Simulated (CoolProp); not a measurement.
The numbers come from the reference Helmholtz-energy equation of state, Marx 1992 in CoolProp.

**Question.** For R113, give the phase and the density (kg/m³), cp (kJ/(kg K)), isothermal compressibility (1/MPa) at 131.65 °C and 23 bar.

**Answer.** 
- 131.65 °C and 23 bar: liquid; density 1280, cp 1.05, isothermal compressibility 0.00722
